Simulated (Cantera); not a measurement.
A Cantera script and what it prints.

```python
import numpy as np
import cantera as ct

gas_names = """
    H H2 N NH NH2 NH3 N2 N2H2 N2H4 Si SiH SiH2 SiH3 SiH4 SiN Si2 Si2N Si3
""".split()
cond_names = """
    Si(cr) Si(L) Si3N4(a)
""".split()


# ... load() reads the species with a 1 bar reference pressure and builds the phases ...
atoms = {
    'trisilylamine': {'Si': 3, 'N': 1, 'H': 9},
    'NH3': {'N': 1, 'H': 3},
    'N2': {'N': 2},
}
top_T = {'Si3N4(a)': 2400}  # K; cautious upper limits of use, not melting points


# ... equilibrate(T, P, feed) seeds the gas with the atoms and calls Mixture.equilibrate('TP', solver="vcs", rtol=1e-11, max_steps=5000) ...
results = []
feed = {'trisilylamine': 1, 'NH3': 6, 'N2': 8.7}  # mol
for P in [5, 17, 59, 210, 710, 2400, 8400, 29000, 100000]:
    for T in [700, 775, 850, 925, 1000, 1075, 1150, 1225, 1300, 1375, 1450, 1525, 1600, 1675]:
        mix = equilibrate(T, P, feed)
        results.append((T, P, feed, dict(zip(mix.species_names, mix.species_moles))))

for T, P, feed, n in results:
    print(f"{T:7g} {P:10.4g}  " + (" + ".join(c for c in cond_names if n.get(c, 0) > 1e-12) or "gas only"))
```

It prints:

```
    700          5  Si3N4(a)
    775          5  Si3N4(a)
    850          5  Si3N4(a)
    925          5  Si3N4(a)
   1000          5  Si3N4(a)
   1075          5  Si3N4(a)
   1150          5  Si3N4(a)
   1225          5  Si3N4(a)
   1300          5  Si3N4(a)
   1375          5  Si3N4(a)
   1450          5  Si3N4(a)
   1525          5  Si(cr)
   1600          5  Si(cr)
   1675          5  Si(cr)
    700         17  Si3N4(a)
    775         17  Si3N4(a)
    850         17  Si3N4(a)
    925         17  Si3N4(a)
   1000         17  Si3N4(a)
   1075         17  Si3N4(a)
   1150         17  Si3N4(a)
   1225         17  Si3N4(a)
   1300         17  Si3N4(a)
   1375         17  Si3N4(a)
   1450         17  Si3N4(a)
   1525         17  Si(cr) + Si3N4(a)
   1600         17  Si(cr)
   1675         17  Si(cr)
    700         59  Si3N4(a)
    775         59  Si3N4(a)
    850         59  Si3N4(a)
    925         59  Si3N4(a)
   1000         59  Si3N4(a)
   1075         59  Si3N4(a)
   1150         59  Si3N4(a)
   1225         59  Si3N4(a)
   1300         59  Si3N4(a)
   1375         59  Si3N4(a)
   1450         59  Si3N4(a)
   1525         59  Si3N4(a)
   1600         59  Si(cr)
   1675         59  Si(cr)
    700        210  Si3N4(a)
    775        210  Si3N4(a)
    850        210  Si3N4(a)
    925        210  Si3N4(a)
   1000        210  Si3N4(a)
   1075        210  Si3N4(a)
   1150        210  Si3N4(a)
   1225        210  Si3N4(a)
   1300        210  Si3N4(a)
   1375        210  Si3N4(a)
   1450        210  Si3N4(a)
   1525        210  Si3N4(a)
   1600        210  Si3N4(a)
   1675        210  Si(cr)
    700        710  Si3N4(a)
    775        710  Si3N4(a)
    850        710  Si3N4(a)
    925        710  Si3N4(a)
   1000        710  Si3N4(a)
   1075        710  Si3N4(a)
   1150        710  Si3N4(a)
   1225        710  Si3N4(a)
   1300        710  Si3N4(a)
   1375        710  Si3N4(a)
   1450        710  Si3N4(a)
   1525        710  Si3N4(a)
   1600        710  Si3N4(a)
   1675        710  Si3N4(a)
    700       2400  Si3N4(a)
    775       2400  Si3N4(a)
    850       2400  Si3N4(a)
    925       2400  Si3N4(a)
   1000       2400  Si3N4(a)
   1075       2400  Si3N4(a)
   1150       2400  Si3N4(a)
   1225       2400  Si3N4(a)
   1300       2400  Si3N4(a)
   1375       2400  Si3N4(a)
   1450       2400  Si3N4(a)
   1525       2400  Si3N4(a)
   1600       2400  Si3N4(a)
   1675       2400  Si3N4(a)
    700       8400  Si3N4(a)
    775       8400  Si3N4(a)
    850       8400  Si3N4(a)
    925       8400  Si3N4(a)
   1000       8400  Si3N4(a)
   1075       8400  Si3N4(a)
   1150       8400  Si3N4(a)
   1225       8400  Si3N4(a)
   1300       8400  Si3N4(a)
   1375       8400  Si3N4(a)
   1450       8400  Si3N4(a)
   1525       8400  Si3N4(a)
   1600       8400  Si3N4(a)
   1675       8400  Si3N4(a)
    700    2.9e+04  Si3N4(a)
    775    2.9e+04  Si3N4(a)
    850    2.9e+04  Si3N4(a)
    925    2.9e+04  Si3N4(a)
   1000    2.9e+04  Si3N4(a)
   1075    2.9e+04  Si3N4(a)
   1150    2.9e+04  Si3N4(a)
   1225    2.9e+04  Si3N4(a)
   1300    2.9e+04  Si3N4(a)
   1375    2.9e+04  Si3N4(a)
   1450    2.9e+04  Si3N4(a)
   1525    2.9e+04  Si3N4(a)
   1600    2.9e+04  Si3N4(a)
   1675    2.9e+04  Si3N4(a)
    700      1e+05  Si3N4(a)
    775      1e+05  Si3N4(a)
    850      1e+05  Si3N4(a)
    925      1e+05  Si3N4(a)
   1000      1e+05  Si3N4(a)
   1075      1e+05  Si3N4(a)
   1150      1e+05  Si3N4(a)
   1225      1e+05  Si3N4(a)
   1300      1e+05  Si3N4(a)
   1375      1e+05  Si3N4(a)
   1450      1e+05  Si3N4(a)
   1525      1e+05  Si3N4(a)
   1600      1e+05  Si3N4(a)
   1675      1e+05  Si3N4(a)
```

Cantera equilibrium calculation (NASA polynomials, part measured and part estimated; ideal gas, pure solids and liquids). The feed counts by its element totals alone. Mutual solubility and eutectic melting of coexisting phases are not modelled.
